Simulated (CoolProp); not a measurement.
The numbers come from the reference Helmholtz-energy equation of state, Penoncello 2003 in CoolProp.

### Question
Give the vapour pressure (MPa), vapour density (kg/m³), enthalpy of vaporisation (kJ/kg), liquid cp (kJ/(kg K)) of saturated CHF3 (R23) at -45.25, -31.55, -10.95 °C.

### Answer
| T (°C) | p (MPa) | vapour density (kg/m³) | enthalpy of vaporisation (kJ/kg) | liquid cp (kJ/(kg K)) |
|---|---|---|---|---|
| -45.25 | 0.579 | 24.6 | 205 | 1.35 |
| -31.55 | 0.955 | 40.7 | 189 | 1.42 |
| -10.95 | 1.83 | 82.0 | 159 | 1.63 |
